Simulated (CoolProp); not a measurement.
Saturation properties of R123.

Model: reference Helmholtz-energy equation of state, Younglove 1994, in CoolProp. It is a modified Benedict-Webb-Rubin equation, recast in Helmholtz form.

```json
[
 {"T (K)": "345.4", "p (MPa)": "0.4005", "enthalpy of vaporisation (kJ/kg)": "(withheld)", "liquid conductivity (mW/(m K))": "64.4"},
 {"T (K)": "354.6", "p (MPa)": "0.5072", "enthalpy of vaporisation (kJ/kg)": "144.8", "liquid conductivity (mW/(m K))": "62.3"},
 {"T (K)": "363.9", "p (MPa)": "(withheld)", "enthalpy of vaporisation (kJ/kg)": "139.5", "liquid conductivity (mW/(m K))": "(withheld)"},
 {"T (K)": "373.2", "p (MPa)": "(withheld)", "enthalpy of vaporisation (kJ/kg)": "134.0", "liquid conductivity (mW/(m K))": "58.2"},
 {"T (K)": "382.4", "p (MPa)": "0.9607", "enthalpy of vaporisation (kJ/kg)": "128.1", "liquid conductivity (mW/(m K))": "56.2"},
 {"T (K)": "391.7", "p (MPa)": "1.164", "enthalpy of vaporisation (kJ/kg)": "121.6", "liquid conductivity (mW/(m K))": "(withheld)"},
 {"T (K)": "400.9", "p (MPa)": "(withheld)", "enthalpy of vaporisation (kJ/kg)": "114.6", "liquid conductivity (mW/(m K))": "52.2"},
 {"T (K)": "410.2", "p (MPa)": "1.664", "enthalpy of vaporisation (kJ/kg)": "106.7", "liquid conductivity (mW/(m K))": "50.2"},
 {"T (K)": "419.5", "p (MPa)": "1.968", "enthalpy of vaporisation (kJ/kg)": "97.81", "liquid conductivity (mW/(m K))": "48.1"}
]
```

What belongs in the gaps?


- 345.4, enthalpy of vaporisation (kJ/kg): 149.6
- 363.9, p (MPa): 0.6354
- 363.9, liquid conductivity (mW/(m K)): 60.2
- 373.2, p (MPa): 0.7864
- 391.7, liquid conductivity (mW/(m K)): 54.2
- 400.9, p (MPa): 1.396

It boils at 301.0 K under 1 atm.

Thermal conductivity comes from a separate model (Laesecke 1996).
